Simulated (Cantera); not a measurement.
## Moist CO burnout

A perfectly stirred reactor is fed with 0.668 % CO, 2.67 % O2, 7.57 % H2O, 89.1 % N2, equivalence ratio 0.12, at 7.70 bar; it is held at 875 K, and followed from long to short residence time.

Model: GRI-Mech 3.0 (53 species, 325 reactions), integrated in Cantera.

```
τ (s)       x CO    x O2   x H2O     x CO2      x OH    x NO     x HO2
-------  -------  ------  ------  --------  --------  ------  --------
16       0.00486  0.0258  0.0758   0.00183  7.49e-10  <1e-12   4.23e-7
4.8      0.00603  0.0264  0.0757  0.000652  6.98e-10  <1e-12   4.27e-7
1.4      0.00655  0.0267  0.0757  0.000136  4.35e-10  <1e-12   3.04e-7
0.43     0.00667  0.0267  0.0757   1.24e-5  1.16e-10  <1e-12   9.84e-8
0.13     0.00668  0.0267  0.0757   5.57e-7  1.66e-11  <1e-12   1.48e-8
0.039    0.00668  0.0267  0.0757   4.21e-8  4.16e-12  <1e-12   3.36e-9
0.012    0.00668  0.0267  0.0757   4.94e-9  1.59e-12  <1e-12  9.51e-10
0.0036   0.00668  0.0267  0.0757  7.98e-10    <1e-12  <1e-12  2.72e-10
0.0011   0.00668  0.0267  0.0757  1.77e-10    <1e-12  <1e-12  7.64e-11
0.00032  0.00668  0.0267  0.0757  4.07e-11    <1e-12  <1e-12  1.76e-11
```
x: mole fraction; the columns are a selection and need not sum to one.
